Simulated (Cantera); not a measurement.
# Equilibrium for silicon oxide and oxynitride deposition: Si2H6 + H2O + H2 + O2

A closed system holds: 1 mol Si2H6, 0.12 mol H2O, 0.21 mol H2, 0.061 mol O2, equilibrated at 1.00 bar.

These are equilibrium values from Cantera (NASA tables, ideal gas, pure condensed phases), not measurements of a reactor. Candidate condensed phases: H2O, Si, SiO2; 18 gas species. The feed counts by its element totals alone. Each liquid is taken as pure. Mutual solubility and eutectic melting of coexisting phases are not modelled. The tables hold silica as quartz up to 1696 K and as liquid above; real silica turns to tridymite and cristobalite and melts near 1996 K. Gases not in the tables: Si2H6 and higher silanes. Rates play no part.

From 1100 K to 1625 K the condensed part is Si(s) + SiO2(β-quartz). From 1700 K to 1775 K the condensed part is Si(l) + SiO2(condensed). From 1850 K to 1925 K the condensed part is Si(l). The main Si-bearing gas is SiH4 at 1100 K and SiO at 1925 K.

```csv
T (K),x H2,x SiO,x H,x H2O,x SiH2,x Si,x SiH,n Si(s),n SiO2(β-quartz),n Si(l),n SiO2(condensed)
1100,1.000,2.30e-8,2.59e-8,9.10e-9,1.32e-9,<1e-12,<1e-12,1.88,0.121,0,0
1175,1.000,2.57e-7,1.23e-7,3.76e-8,7.10e-9,<1e-12,9.46e-12,1.88,0.121,0,0
1250,1.000,2.13e-6,4.83e-7,1.31e-7,3.13e-8,8.31e-12,9.16e-11,1.88,0.121,0,0
1325,1.000,1.39e-5,1.64e-6,3.93e-7,1.17e-7,9.43e-11,6.84e-10,1.88,0.121,0,0
1400,1.000,7.33e-5,4.86e-6,1.05e-6,3.77e-7,8.23e-10,4.11e-9,1.88,0.121,0,0
1475,1.000,0.000326,1.30e-5,2.52e-6,1.08e-6,5.75e-9,2.05e-8,1.88,0.120,0,0
1550,0.999,0.00125,3.15e-5,5.55e-6,2.79e-6,3.32e-8,8.72e-8,1.88,0.119,0,0
1625,0.996,0.00421,7.04e-5,1.13e-5,6.58e-6,1.63e-7,3.24e-7,1.87,0.114,0,0
1700,0.987,0.0126,0.000146,2.17e-5,1.40e-5,6.79e-7,1.04e-6,0,0,1.86,0.0998
1775,0.968,0.0316,0.000285,4.10e-5,2.42e-5,2.20e-6,2.65e-6,0,0,1.82,0.0667
1850,0.932,0.0677,0.000520,6.65e-5,3.93e-5,6.45e-6,6.17e-6,0,0,1.76,0
1925,0.931,0.0677,0.000923,5.33e-5,6.35e-5,1.74e-5,1.37e-5,0,0,1.76,0
```
x: gas mole fraction; n: condensed amount in mol.
